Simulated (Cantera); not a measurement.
Feed: 1 mol SiCl4, 11 mol NO, 0.1 mol H2, held at 702 °C and 0.00370 bar.

These are equilibrium values from Cantera (NASA tables, ideal gas, pure condensed phases), not measurements of a reactor. Candidate condensed phases: H2O, NH4Cl, Si, SiO2, Si2N2O, Si3N4; 47 gas species. Rates play no part.

Base state: N2 0.454, O2 0.372, Cl2 0.156, HCl 0.0165, Cl 0.00172, H2O 2.62e-5, NO 2.38e-5 (mole fractions); condensed: SiO2(β-quartz).

### Question
What changes in the equilibrium state with this change: SiCl4 replaced by TEOS?

### Answer
```csv
species,before,after
H2,<1e-9,0.328
N2,0.454,0.233
CO,0,0.228
O2,0.372,<1e-9
Cl2,0.156,0
CO2,0,0.111
HCl,0.0165,0
H2O,2.62e-5,0.100
Cl,0.00172,0
NO,2.38e-5,<1e-9
"SiO2(β-quartz), mol",1.00,1.00
```
The feed counts by its element totals alone. Further candidate phases: C, C6H6, C7H8, C8H18, SiC.
